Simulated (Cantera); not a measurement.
Feed: 1 mol SiCl4, 0.35 mol O2, 92 mol N2, equilibrated at 1327 °C and 13300 Pa.

Method: chemical equilibrium by Gibbs-energy minimisation in Cantera with the NASA 1993 tables (ideal gas, pure condensed phases). Candidate condensed phases: Si, SiO2, Si2N2O, Si3N4; 23 gas species. The tables' values for SiCl3 are old estimates; treat these amounts as uncertain. The tables hold silica as quartz up to 1696 K and as liquid above; real silica turns to tridymite and cristobalite and melts near 1996 K. Kinetics and transport are ignored.

Base state: N2 0.980, Cl 0.0119, SiCl4 0.00686, Cl2 0.00155, SiCl3 5.55e-5 (mole fractions); condensed: SiO2(β-quartz).

What changes in the equilibrium state with this change: SiCl4 replaced by TEOS?


| species | before | after |
|---|---|---|
| N2 | 0.980 | 0.865 |
| H2 | 0 | 0.0943 |
| CO | 0 | 0.0397 |
| Cl | 0.0119 | 0 |
| SiO | 1.20e-7 | 4.24e-5 |
| SiCl4 | 0.00686 | 0 |
| Cl2 | 0.00155 | 0 |
| HCN | 0 | 0.000585 |
| SiO2(β-quartz), mol | 0.350 | 0 |
| C(graphite), mol | 0 | 3.74 |
| Si2N2O(s), mol | 0 | 0.498 |
The feed counts by its element totals alone. Further candidate phases: C, C6H6, C7H8, C8H18, H2O, SiC.
